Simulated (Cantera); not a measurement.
A closed system holds: 1 mol Si, 5.1 mol NF₃, 34 mol N₂, at 1125 K and 0.133 bar.

These are equilibrium values from Cantera (NASA tables, ideal gas, pure condensed phases), not measurements of a reactor. Candidate condensed phases: Si, Si₃N₄; 16 gas species. Rates play no part.

Base state: N₂ 0.778, F 0.161, F₂ 0.0396, SiF₄ 0.0213, NF₃ 6.77e-5 (mole fractions); condensed: gas only.

Question: What changes in the equilibrium state with this change: N₂ from 34 to 0.95 mol?

Answer: 
| species | before | after |
|---|---|---|
| F | 0.161 | 0.400 |
| N₂ | 0.778 | 0.276 |
| F₂ | 0.0396 | 0.244 |
| SiF₄ | 0.0213 | 0.0789 |
| NF₃ | 6.77e-5 | 0.000619 |

Question: What changes in the equilibrium state with this change: N₂ from 34 to 9.1 mol?

Answer: 
| species | before | after |
|---|---|---|
| N₂ | 0.778 | 0.546 |
| F | 0.161 | 0.284 |
| F₂ | 0.0396 | 0.123 |
| SiF₄ | 0.0213 | 0.0469 |
| NF₃ | 6.77e-5 | 0.000310 |
